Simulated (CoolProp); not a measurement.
A single-stage vapour-compression cycle with R124: evaporating at 260.15 K (dew point), condensing at 308.15 K (bubble point), superheat 2 K, subcooling 2 K, compressor efficiency 0.6, no pressure losses. Each further row changes one setting.

Computed with CoolProp (reference Helmholtz-energy equation of state, de Vries 1995).

```tsv
case	cooling COP	pressure ratio	discharge temperature (K)	refrigerating effect (kJ/kg)	volumetric capacity (kJ/m³)
as stated	2.63	5.31	330.2	117	740
evaporating temperature 265.15 K	3.06	4.32	(withheld)	120	922
condensing temperature 303.15 K	3.03	(withheld)	(withheld)	123	776
subcooling 7 K	2.75	5.31	330.2	123	776
superheat 12 K	(withheld)	5.31	341.1	124	752
compressor efficiency 0.5	2.19	5.31	340.8	117	740
```

**Question.** What belongs in the gaps?

**Answer.** 
- evaporating temperature 265.15 K, discharge temperature (K): 327.3
- condensing temperature 303.15 K, pressure ratio: 4.59
- condensing temperature 303.15 K, discharge temperature (K): 324.1
- superheat 12 K, cooling COP: 2.66
